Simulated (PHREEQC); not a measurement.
A column of 0.5 m (40 cells, dispersivity 0.04 m, 3600 s a shift, diffusion coefficient 3e-10 m²/s) holds 0.11 eq of the database's cation exchanger X per kg of pore water, first in equilibrium with 0.0042 mol KBr, 0.0025 mol KCl and 1e-05 mol HCl per kg of water. It is flushed with 0.082 mol/kgw BaCl2 and 1e-05 mol/kgw HCl, at 25 °C. Values are for the last cell. The system is closed to CO2. Nothing may precipitate in this run.

Base run: PHREEQC, ion-association model, phreeqc.dat. Each further column changes one thing. The table gives K in solution (mol/kgw).

| pore volumes | base | exchange capacity from 0.11 to 0.055 eq/kgw | dispersivity from 0.04 to 0.08 m |
|---|---|---|---|
| 0 | 0.00670 | 0.00670 | 0.00670 |
| 0.5125 | 0.0157 | 0.0157 | 0.0291 |
| 0.8875 | 0.0775 | 0.0665 | 0.0804 |
| 1.387 | 0.0797 | 0.0340 | 0.0618 |
| 1.762 | 0.0473 | 0.0154 | 0.0406 |
| 2.263 | 0.0204 | 0.00483 | 0.0221 |
| 2.638 | 0.0104 | 0.00196 | 0.0138 |
| 3.138 | 0.00410 | 0.000578 | 0.00738 |
| 3.513 | 0.00201 | 0.000229 | 0.00461 |
| 4.013 | 0.000768 | 6.61e-5 | 0.00246 |
